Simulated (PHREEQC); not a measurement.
A solution holds 0.0039 mol/kgw CuSO4, at 50 °C. Closed to the air; pH follows from the charge balance.

All values are PHREEQC results (ion-association model, wateq4f.dat), not measurements.

| quantity | before | after |
|---|---|---|
| pH | 4.81 | 5.79 |
| ionic strength (mol/kgw) | 0.0121 | 0.0118 |

Q: Name the change that produced these shifts.
A. CuSO4 replaced by Cu(BF4)2 at the same molality
B. 0.006 mol/kgw H3PO4 added
C. CuSO4 from 0.0039 to 0.00039 mol/kgw
D. CuSO4 replaced by FeSO4 at the same molality
E. CuSO4 replaced by ZnSO4 at the same molality

A: D, CuSO4 replaced by FeSO4 at the same molality

Precipitation was switched off in this run. Some of these states are supersaturated (in Tenorite (slow to form), for instance). At this temperature some constants are extrapolated from 25 °C, and those without enthalpy data are left unchanged.
